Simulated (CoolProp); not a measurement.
A single-stage vapour-compression cycle with n-pentane: evaporating at 316.15 K (dew point), condensing at 354.15 K (bubble point), superheat 2 K, subcooling 0 K, compressor efficiency 0.9, no pressure losses. Each further row changes one setting.

The numbers come from the reference Helmholtz-energy equation of state, Thol 2019 in CoolProp.

```
case                              cooling COP  pressure ratio  discharge temperature (K)  refrigerating effect (kJ/kg)  volumetric capacity (kJ/m³)
--------------------------------  -----------  --------------  -------------------------  ----------------------------  ---------------------------
as stated                                6.21            2.96                      354.2                           260                          955
evaporating temperature 321.15 K         7.44            2.52                      354.2                           268                            …
condensing temperature 349.15 K          7.37            2.60                      349.2                           273                         1000
subcooling 5 K                              …            2.96                      354.2                           273                         1000
superheat 12 K                           6.35            2.96                          …                             …                            …
compressor efficiency 0.8                5.52            2.96                      354.2                           260                          955
```

Question: Fill in the missing entries.

Answer: 
- evaporating temperature 321.15 K, volumetric capacity (kJ/m³): 1140
- subcooling 5 K, cooling COP: 6.52
- superheat 12 K, discharge temperature (K): 356.7
- superheat 12 K, refrigerating effect (kJ/kg): 279
- superheat 12 K, volumetric capacity (kJ/m³): 985

The compression ends wet for: as stated; evaporating temperature 321.15 K; condensing temperature 349.15 K; subcooling 5 K; compressor efficiency 0.8.
